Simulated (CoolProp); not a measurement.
Vapour-liquid equilibrium of carbon dioxide (1) + R22 (2) at 265.7 K; x and y are mole fractions of (1).

Values from CoolProp's multi-fluid Helmholtz-energy mixture model, Span 1996 and Kamei 1995; pair parameters Bell 2016.

| x | bubble pressure (bar) | y at the bubble point | dew pressure at overall composition x (bar) | liquid density (mol/L) |
|---|---|---|---|---|
| 0.05 | 4.740 | 0.206 | 4.058 | 15.39 |
| 0.15 | 6.636 | 0.474 | 4.469 | 15.98 |
| 0.25 | 8.732 | 0.634 | 4.972 | 16.60 |
| 0.35 | ___ | 0.738 | 5.601 | 17.25 |
| 0.45 | 13.37 | ___ | 6.410 | 17.92 |
| 0.55 | 15.86 | 0.863 | 7.493 | 18.63 |
| 0.65 | 18.44 | 0.903 | ___ | 19.36 |
| 0.75 | 21.12 | 0.936 | 11.32 | 20.11 |
| 0.85 | 23.92 | 0.963 | 15.17 | 20.88 |
| 0.95 | 26.89 | 0.988 | 22.49 | 21.65 |

Task: Some entries are withheld; supply them.

Result: 
- 0.35, bubble pressure (bar): 10.99
- 0.45, y at the bubble point: 0.810
- 0.65, dew pressure at overall composition x (bar): 9.016

No azeotrope shows between x = 0.05 and 0.95.

Pair parameters are fitted to limited data, so mixtures are less certain than the pure fluids.
